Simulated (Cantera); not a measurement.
A closed system holds: 1 mol Al, 3.2 mol Cl₂, 2.3 mol H₂, held at 773.15 K and 10000 Pa.

Cantera equilibrium calculation (NASA polynomials, part measured and part estimated; ideal gas, pure solids and liquids). Candidate condensed phases: Al, AlCl₃; 12 gas species. Kinetics and transport are ignored.

Base state: HCl 0.692, AlCl₃ 0.168, H₂ 0.122, Al₂Cl₆ 0.0176 (mole fractions); condensed: gas only.

Q: What changes in the equilibrium state with this change: temperature from 773.15 K to 675 K?

A: 
```json
[
 {"species": "HCl", "before": "0.692", "after": "0.724"},
 {"species": "H₂", "before": "0.122", "after": "0.128"},
 {"species": "AlCl₃", "before": "0.168", "after": "0.0834"},
 {"species": "Al₂Cl₆", "before": "0.0176", "after": "0.0648"}
]
```
